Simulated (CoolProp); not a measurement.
Properties of carbon dioxide along the isotherm 234.5 K (Tc = 304.1 K, pc = 7377 kPa, ω = 0.224).

Model: reference Helmholtz-energy equation of state, Span 1996, in CoolProp.

```tsv
p (kPa)	phase	cv (kJ/(kg K))	speed of sound (m/s)	viscosity (µPa s)	conductivity (mW/(m K))	fugacity coefficient
1540	liquid	0.9519	850.1	189	156	0.6122
3070	liquid	0.9535	861.1	193	157	0.3168
4610	liquid	0.9551	871.8	196	158	0.2176
6150	liquid	0.9567	882.3	199	160	0.1682
7680	liquid	0.9582	892.4	201	161	0.1389
9220	liquid	0.9596	902.4	204	163	0.1193
10800	liquid	0.9610	912.3	207	164	0.1051
12300	liquid	0.9623	921.6	210	165	0.09509
13800	liquid	0.9636	930.6	213	167	0.08730
15400	liquid	0.9649	940.1	216	168	0.08074
16900	liquid	0.9661	948.8	218	169	0.07577
18400	liquid	0.9673	957.3	221	170	0.07167
```

Viscosity comes from a separate model (Laesecke 2017). Thermal conductivity comes from a separate model (Huber 2016).
